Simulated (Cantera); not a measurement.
A closed system holds: 1 mol Si, 0.82 mol Cl2, 5 mol H2, at 750 Torr.

These are equilibrium values from Cantera (NASA tables, ideal gas, pure condensed phases), not measurements of a reactor. Candidate condensed phases: Si; 19 gas species. Gases not in the tables: Si2H6 and higher silanes. Equilibrium is a limit: real reactors are often held back by kinetics, nucleation or transport.

### Question
Which condensed phases are stable at each of these points (T (°C)): 300, 500, 700, 900, 1100, 1300, 1500?

### Answer
```json
[
 {"T (°C)": "300", "condensed phases": "Si(s)", "Si condensed (%)": "53.5"},
 {"T (°C)": "500", "condensed phases": "Si(s)", "Si condensed (%)": "53.8"},
 {"T (°C)": "700", "condensed phases": "Si(s)", "Si condensed (%)": "54.9"},
 {"T (°C)": "900", "condensed phases": "Si(s)", "Si condensed (%)": "57.8"},
 {"T (°C)": "1100", "condensed phases": "Si(s)", "Si condensed (%)": "59.9"},
 {"T (°C)": "1300", "condensed phases": "Si(s)", "Si condensed (%)": "57.6"},
 {"T (°C)": "1500", "condensed phases": "Si(l)", "Si condensed (%)": "57.4"}
]
```

From 300 °C to 1300 °C the condensed part is Si(s). At 1500 °C the condensed part is Si(l).
